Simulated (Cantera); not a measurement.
## Pyrogenic steam for wet oxidation

An isothermal, constant-pressure homogeneous reactor starts with H2 : O2 : N2 = 1.3 : 1 : 17 (molar parts), equivalence ratio 0.65, at 948 K and 90.0 Torr.

Computed with Cantera and the H2/O2 subset of GRI-Mech 3.0, which has no nitrogen chemistry. Radical loss at walls, strong at low pressure, is not modelled. Below about 950 K walls govern HO2 and H2O2 in real vessels. The temperature is held fixed by assumption; the heat of reaction is taken as removed at once.

```csv
t (s),x H2,x O2,x HO2,x H,x H2O
0.000300,0.0674,0.0518,2.27e-11,2.85e-11,1.38e-11
0.000563,0.0674,0.0518,4.99e-11,9.02e-11,7.50e-11
0.00106,0.0674,0.0518,1.64e-10,5.27e-10,6.17e-10
0.00198,0.0674,0.0518,2.39e-9,1.16e-8,1.53e-8
0.00371,0.0674,0.0518,6.65e-7,3.69e-6,4.94e-6
0.00696,0.0218,0.0323,4.04e-6,0.0165,0.0377
0.0131,0.00182,0.0198,2.84e-6,0.00145,0.0669
0.0245,0.000435,0.0190,2.22e-6,7.45e-5,0.0692
0.0459,0.000151,0.0188,1.48e-6,8.42e-6,0.0695
0.0862,5.61e-5,0.0188,8.57e-7,1.57e-6,0.0696
0.162,1.93e-5,0.0188,4.01e-7,3.15e-7,0.0697
0.303,5.83e-6,0.0188,1.49e-7,5.90e-8,0.0697
0.569,1.53e-6,0.0188,4.68e-8,1.03e-8,0.0697
1.07,3.56e-7,0.0188,1.41e-8,1.79e-9,0.0697
2.00,7.93e-8,0.0188,4.60e-9,3.54e-10,0.0697
```
x: mole fraction; the columns are a selection and need not sum to one.

Equilibrium at this temperature and pressure: H2 2.52e-11, O2 0.0188, HO2 3.11e-11, H <1e-12, H2O 0.0697 (gas phase only).
